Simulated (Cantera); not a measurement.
## Ignition delay

Mixture: CH4 : O2 : N2 = 1 : 4 : 20 (molar parts), equivalence ratio 0.50, at 2600000 Pa, adiabatic and at constant volume. Ignition delay is the time to a rise of 400 K.

Model: GRI-Mech 3.0 (53 species, 325 reactions), integrated in Cantera. The pressure lies above the range GRI-Mech 3.0 was tuned for (to about 10 atm).

| T0 (K) | delay (ms) |
|---|---|
| 1125 | 4.50 |
| 1200 | 1.66 |
| 1275 | 0.690 |
| 1350 | 0.313 |
| 1425 | 0.152 |
| 1500 | 0.0775 |
| 1575 | 0.0415 |
| 1650 | 0.0231 |
| 1725 | 0.0134 |
| 1800 | 0.00807 |

```json
{
 "apparent activation energy between 1650 and 1800 K": "170 kJ/mol"
}
```
